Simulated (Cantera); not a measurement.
A perfectly stirred reactor is fed with H2 : O2 : N2 = 0.26 : 1 : 0.66 (molar parts), at 2670 Pa; it is held at 1125 K, and followed from long to short residence time.

Cantera simulation using the H2/O2 subset of GRI-Mech 3.0, which has no nitrogen chemistry; the numbers are that mechanism's predictions, not measurements. Radical loss at walls, strong at low pressure, is not modelled. The temperature is held fixed by assumption; the heat of reaction is taken as removed at once.

x: mole fraction; the columns are a selection and need not sum to one.

```tsv
τ (s)	x H2	x O2	x O	x HO2	x H
1.0	0.000427	0.485	0.000947	4.93e-6	0.000162
0.59	___	0.485	___	___	___
0.33	0.000847	0.484	0.00194	6.85e-6	0.000487
0.19	0.00118	0.484	0.00275	7.81e-6	0.000837
0.11	0.00164	0.483	0.00387	8.72e-6	0.00142
0.059	0.00238	0.481	0.00565	9.65e-6	0.00258
0.034	0.00328	0.480	0.00779	1.03e-5	0.00431
0.019	0.00460	0.477	0.0107	1.09e-5	0.00724
0.011	0.00627	0.474	0.0142	1.12e-5	0.0114
0.0060	___	0.471	___	1.13e-5	___
0.0034	0.0120	0.468	0.0222	1.11e-5	0.0251
```

**Question.** What belongs in the gaps?

**Answer.** 
- 0.59, x H2: 0.000593
- 0.59, x O: 0.00134
- 0.59, x HO2: 5.83e-6
- 0.59, x H: 0.000274
- 0.0060, x H2: 0.00879
- 0.0060, x O: 0.0184
- 0.0060, x H: 0.0178
